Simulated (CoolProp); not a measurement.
Vapour-liquid equilibrium of R125 (1) + cyclopropane (2) at 283.9 K; x and y are mole fractions of (1).

The numbers come from the multi-fluid Helmholtz-energy mixture model, Lemmon 2005 and Polt 1992; pair parameters Bell 2016 in CoolProp. This equation is an older, rougher fit; its heat capacities, sound speeds and derivatives of the liquid may be far off and weren't checked against measurements.

| x | bubble pressure, mixture model (MPa) | bubble pressure, Raoult's law (MPa) | y, mixture model | y, Raoult's law |
|---|---|---|---|---|
| 0.05 | 0.5910 | 0.5053 | 0.202 | 0.092 |
| 0.125 | 0.7072 | 0.5387 | 0.361 | 0.216 |
| 0.2 | 0.7856 | 0.5722 | 0.449 | 0.325 |
| 0.275 | 0.8398 | 0.6056 | 0.507 | 0.422 |
| 0.35 | 0.8788 | 0.6390 | 0.550 | 0.509 |
| 0.425 | 0.9081 | 0.6725 | 0.587 | 0.587 |
| 0.5 | 0.9312 | 0.7059 | 0.621 | 0.658 |
| 0.575 | 0.9493 | 0.7394 | 0.657 | 0.722 |
| 0.65 | 0.9627 | 0.7728 | 0.696 | 0.781 |
| 0.725 | 0.9707 | 0.8062 | 0.741 | 0.835 |
| 0.8 | 0.9721 | 0.8397 | 0.794 | 0.885 |
| 0.875 | 0.9649 | 0.8731 | 0.858 | 0.931 |
| 0.95 | 0.9473 | 0.9066 | 0.937 | 0.973 |

The largest gap from Raoult's law is +38.7 % in bubble pressure, at x = 0.275. y crosses x between x = 0.725 and 0.8: the model has an azeotrope there.

The pair parameters rest on a limited set of measurements; away from them the model extrapolates.
